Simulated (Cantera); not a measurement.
Input: 1 mol AlCl₃, 10 mol N₂O, 12 mol N₂, held at 1523.15 K and 1.00 Torr.

Equilibrium computed with Cantera from the NASA thermochemical tables; the gas is ideal and each condensed phase is pure. Candidate condensed phases: Al, AlCl₃, AlN, Al₂O₃; 24 gas species. Equilibrium is a limit: real reactors are often held back by kinetics, nucleation or transport.

Base state: N₂ 0.754, O₂ 0.145, Cl 0.0974, Cl₂ 0.00272, NO 0.00111, O 5.77e-5, ClO 3.23e-5 (mole fractions); condensed: Al₂O₃(s).

What changes in the equilibrium state with this change: N₂O from 10 to 2.2 mol?


```csv
species,before,after
N₂,0.754,0.815
Cl,0.0974,0.158
O₂,0.145,0.0199
AlCl₃,1.74e-6,3.29e-5
O,5.77e-5,2.13e-5
Cl₂,0.00272,0.00715
"Al₂O₃(s), mol",0.500,0.500
```

What changes in the equilibrium state with this change: temperature from 1523.15 K to 1850 K?


```tsv
species	before	after
N₂	0.754	0.749
O₂	0.145	0.142
Cl	0.0974	0.102
O	5.77e-5	0.00199
Cl₂	0.00272	8.84e-5
NO	0.00111	0.00393
ClO	3.23e-5	2.40e-5
Al₂O₃(s), mol	0.500	0.500
```

What changes in the equilibrium state with this change: pressure from 1.00 Torr to 10.5 Torr?


| species | before | after |
|---|---|---|
| N₂ | 0.754 | 0.764 |
| O₂ | 0.145 | 0.147 |
| Cl | 0.0974 | 0.0724 |
| Cl₂ | 0.00272 | 0.0158 |
| AlCl₃ | 1.74e-6 | 1.34e-5 |
| O | 5.77e-5 | 1.79e-5 |
| ClO | 3.23e-5 | 7.85e-5 |
| NO | 0.00111 | 0.00113 |
| Al₂O₃(s), mol | 0.500 | 0.500 |
